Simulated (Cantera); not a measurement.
Mixture: 34.2 % H2, 9.25 % O2, 56.5 % N2, equivalence ratio 1.9, at 503 Torr, adiabatic and at constant volume. Ignition delay is the time to a rise of 400 K.

Computed with Cantera and GRI-Mech 3.0 (53 species, 325 reactions). Where the delays flatten at high temperature, the 400 K rule measures the pace of heat release, not the induction time.

Task: Predict: delay at 1200 K; delay at 1250 K; delay at 1300 K; delay at 1350 K; delay at 1400 K; delay at 1450 K; delay at 1500 K.

Result: 
```
Item               Value
---------------  -------
delay at 1200 K  95.7 µs
delay at 1250 K  75.8 µs
delay at 1300 K  62.3 µs
delay at 1350 K  53.0 µs
delay at 1400 K  46.4 µs
delay at 1450 K  41.8 µs
delay at 1500 K  38.8 µs
```
